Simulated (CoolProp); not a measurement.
A closed Brayton cycle with carbon dioxide: compressor inlet 307.15 K and 8.7 MPa, high pressure 16.2 MPa, turbine inlet 875 K, compressor efficiency 0.89, turbine efficiency 0.93, recuperator effectiveness 0.95 (on enthalpy, no pinch check). Each further row changes one setting.

Model: reference Helmholtz-energy equation of state, Span 1996, in CoolProp.

```
case                           thermal efficiency (%)  net work (kJ/kg)  compressor to turbine work  compressor exit (K)  turbine exit (K)
-----------------------------  ----------------------  ----------------  --------------------------  -------------------  ----------------
as stated                                        34.4              80.4                        0.13                323.2             794.4
turbine inlet 825 K                              33.2              74.7                  (withheld)                323.2        (withheld)
compressor inlet 317.15 K                        36.3              70.3                        0.24                359.4             794.4
high pressure 13.8 MPa                           30.6        (withheld)                  (withheld)                318.8        (withheld)
recuperator effectiveness 0.5              (withheld)              80.4                        0.13                323.2             794.4
```

Problem. What belongs in the gaps?

Solution. 
- turbine inlet 825 K, compressor to turbine work: 0.14
- turbine inlet 825 K, turbine exit (K): 747.4
- high pressure 13.8 MPa, net work (kJ/kg): 61.2
- high pressure 13.8 MPa, compressor to turbine work: 0.12
- high pressure 13.8 MPa, turbine exit (K): 814.8
- recuperator effectiveness 0.5, thermal efficiency (%): 16.1
